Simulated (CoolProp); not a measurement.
Vapour pressure (bar) of carbon dioxide: the reference equation beside estimates from Tc = 31.0 °C, pc = 73.77 bar, ω = 0.224. Clausius-Clapeyron is anchored at -20.45 °C with a constant enthalpy of vaporisation of 12.47 kJ/mol.

Values from CoolProp's reference Helmholtz-energy equation of state, Span 1996.

| T (°C) | reference | Lee-Kesler | Clausius-Clapeyron | van der Waals | Peng-Robinson |
|---|---|---|---|---|---|
| -37.35 | 11.06 | 11.06 | 12.69 | 24.43 | 10.96 |
| -33.95 | 12.47 | 12.46 | 13.89 | 26.13 | 12.36 |
| -30.65 | [?] | 13.95 | 15.13 | 27.85 | 13.85 |
| -27.25 | 15.64 | 15.61 | 16.48 | 29.70 | 15.51 |
| -23.85 | [?] | 17.42 | 17.91 | 31.62 | 17.32 |
| -20.45 | 19.42 | 19.37 | 19.42 | 33.62 | 19.28 |
| -17.05 | 21.55 | [?] | 21.02 | 35.70 | [?] |
| -13.75 | 23.77 | 23.68 | 22.64 | 37.79 | [?] |
| -10.35 | 26.22 | 26.12 | 24.40 | 40.02 | [?] |
| -6.95 | 28.86 | 28.74 | 26.25 | 42.33 | 28.74 |
| -3.55 | 31.69 | 31.56 | 28.18 | 44.73 | 31.59 |
| -0.15 | 34.71 | 34.57 | 30.21 | 47.20 | 34.64 |
| 3.15 | 37.85 | 37.69 | [?] | 49.68 | 37.80 |
| 6.55 | 41.29 | 41.13 | 34.45 | 52.32 | 41.28 |
| 9.95 | 44.97 | 44.81 | 36.75 | [?] | 45.00 |

Q: Complete the blanks.

A: 
- -30.65, reference: 13.97
- -23.85, reference: 17.46
- -17.05, Lee-Kesler: 21.48
- -17.05, Peng-Robinson: 21.40
- -13.75, Peng-Robinson: 23.62
- -10.35, Peng-Robinson: 26.09
- 3.15, Clausius-Clapeyron: 32.25
- 9.95, van der Waals: 55.04

Absolute difference from the reference over all 15 rows, mean and median: Lee-Kesler 0.3 and 0.4 %, Clausius-Clapeyron 9.3 and 9.0 %, van der Waals 63.7 and 59.0 %, Peng-Robinson 0.5 and 0.6 %.
